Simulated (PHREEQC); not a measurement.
Dissolve 0.24 mol/kgw H2SO4, 0.058 mol/kgw FeSO4 and 0.001 mol/kgw Fe2(SO4)3 at 25 °C. It is in equilibrium with CO2 at log p = -1 (atm). Otherwise closed; pH follows from the charge balance.

Computed with PHREEQC (ion-association model, phreeqc.dat).

```json
[
 {"quantity": "pH", "before": "0.74", "after": "0.77"},
 {"quantity": "ionic strength (mol/kgw)", "before": "0.379", "after": "0.354"},
 {"quantity": "HSO4- (mol/kgw)", "before": "0.227", "after": "0.239"},
 {"quantity": "SO4-2 (mol/kgw)", "before": "0.0412", "after": "0.0291"},
 {"quantity": "Fe+2 (mol/kgw)", "before": "0.0269", "after": "0.0268"},
 {"quantity": "FeHSO4+ (mol/kgw)", "before": "0.0198", "after": "0.0204"},
 {"quantity": "SI of Melanterite (FeSO4:7H2O)", "before": "-1.98", "after": "-2.36"},
 {"quantity": "SI of Siderite (FeCO3)", "before": "-8.91", "after": "-8.76"}
]
```

Problem. What was changed between the two runs?
A. temperature from 25 to 45 °C
B. diluted 10-fold with water
C. H2SO4 from 0.24 to 0.264 mol/kgw
D. Fe2(SO4)3 replaced by KHSO4 at the same molality
E. 0.0028 mol/kgw (NH4)2CO3 added

Solution. A, temperature from 25 to 45 °C

No solid was allowed to form. Constants without temperature data keep their 25 °C values here.
